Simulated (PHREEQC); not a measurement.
Consider water at 20 °C with 0.073 mol/kgw K2SO4 and 0.0032 mol/kgw Cs2CO3. Closed to the air; pH follows from the charge balance.

All values are PHREEQC results (ion-association model, wateq4f.dat), not measurements.

No solid was allowed to form.

Task: Estimate the pH, ionic strength.

Result: pH 10.72; ionic strength 0.200 mol/kgw.

Task: In which forms is C present?

Result: CO3-2 84 %, HCO3- 16 % of the C.

Complexes and solids missing from the database can't appear.
